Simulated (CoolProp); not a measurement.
Vapour-liquid equilibrium of propylene (1) + R142b (2) at 4.7 bar; x and y are mole fractions of (1).

The numbers come from the multi-fluid Helmholtz-energy mixture model, Lemmon 2013 and Lemmon 2006; pair parameters Bell 2016 in CoolProp.

| x | bubble temperature (K) | y at the bubble point | dew temperature at overall composition x (K) | liquid density (mol/L) |
|---|---|---|---|---|
| 0.05 | 305.3 | 0.142 | (withheld) | (withheld) |
| 0.2 | (withheld) | 0.458 | 303.5 | 11.35 |
| 0.35 | 286.2 | 0.653 | 298.6 | (withheld) |
| 0.5 | 279.8 | 0.775 | 292.9 | 12.08 |
| 0.65 | 274.8 | 0.859 | 286.3 | 12.42 |
| 0.8 | (withheld) | 0.924 | 278.4 | 12.75 |
| 0.95 | 267.2 | 0.981 | 269.1 | 13.10 |

### Question
Some entries are withheld; supply them.

### Answer

- 0.05, dew temperature at overall composition x (K): 308.0
- 0.05, liquid density (mol/L): 10.92
- 0.2, bubble temperature (K): 294.6
- 0.35, liquid density (mol/L): 11.73
- 0.8, bubble temperature (K): 270.8

No azeotrope shows between x = 0.05 and 0.95.

Pair parameters are fitted to limited data, so mixtures are less certain than the pure fluids.
